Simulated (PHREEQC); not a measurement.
Consider water at 25 °C with 2.3 mmol/kgw SrCl2, 0.074 mmol/kgw Na2SO4 and 0.7 mmol/kgw H4SiO4. Closed to the air; pH follows from the charge balance.

Computed with PHREEQC (ion-association model, wateq4f.dat).

**Question.** The ionic strength comes out as 0.00707 mol/kgw. What activity coefficients do Sr+2, Na+, SO4-2, Cl- get?

**Answer.** Sr+2 0.71, Na+ 0.92, SO4-2 0.71, Cl- 0.91.

Precipitation was switched off in this run. The solution is supersaturated, for example in Quartz (slow to form), Chalcedony (slow to form), so a real one may precipitate; this is no full list.
